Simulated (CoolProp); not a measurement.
Computed with CoolProp (reference Helmholtz-energy equation of state, Zhou 2012).

Q: For m-xylene, give the phase and the density (kg/m³), Joule-Thomson coefficient (K/MPa), expansivity (1/kK), viscosity (µPa s) at 511.8 K and 9.14 MPa.

A: 
- 511.8 K and 9.14 MPa: liquid; density 670, Joule-Thomson coefficient -0.0944, expansivity 1.65, viscosity 132

Viscosity comes from a separate model (Cao 2016).
